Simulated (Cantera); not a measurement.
An isothermal, constant-pressure homogeneous reactor starts with 100 % N₂O, at 1550 K and 760 Torr.

Computed with Cantera and GRI-Mech 3.0 (53 species, 325 reactions). GRI-Mech 3.0 was tuned for natural gas; its chemistry of N2O as a main component is partial and can be far from experiment. The temperature is held fixed by assumption; the heat of reaction is taken as removed at once.

x: mole fraction; the columns are a selection and need not sum to one.

| t (s) | x N₂O | x NO | x NO₂ | x N₂ | x O |
|---|---|---|---|---|---|
| 1.00e-6 | 1.000 | 5.28e-6 | 1.17e-11 | 5.62e-5 | 3.95e-5 |
| 5.34e-6 | 0.999 | 8.95e-5 | (withheld) | 0.000381 | 9.88e-5 |
| 2.85e-5 | 0.996 | 0.000705 | (withheld) | 0.00233 | 0.000108 |
| 0.000152 | 0.978 | 0.00396 | (withheld) | 0.0126 | 0.000108 |
| 0.000811 | 0.890 | 0.0199 | (withheld) | 0.0635 | 0.000107 |
| 0.00433 | 0.565 | 0.0771 | (withheld) | 0.252 | 9.72e-5 |
| 0.0231 | 0.0997 | 0.146 | (withheld) | 0.527 | 4.91e-5 |
| 0.123 | 0.000385 | 0.150 | 0.000776 | 0.591 | 4.30e-6 |
| 0.658 | 7.67e-6 | 0.149 | 0.000768 | 0.592 | 3.99e-6 |
| 3.51 | 7.43e-6 | 0.147 | 0.000757 | 0.593 | 4.00e-6 |
| 18.7 | 6.30e-6 | 0.135 | 0.000704 | 0.599 | 4.04e-6 |
| 100 | 3.08e-6 | 0.0937 | (withheld) | 0.620 | 4.19e-6 |

### Question
Fill in the missing entries.

### Answer

- 5.34e-6, x NO₂: 3.35e-9
- 2.85e-5, x NO₂: 2.02e-7
- 0.000152, x NO₂: 5.61e-6
- 0.000811, x NO₂: 8.28e-5
- 0.00433, x NO₂: 0.000442
- 0.0231, x NO₂: 0.000877
- 100, x NO₂: 0.000508
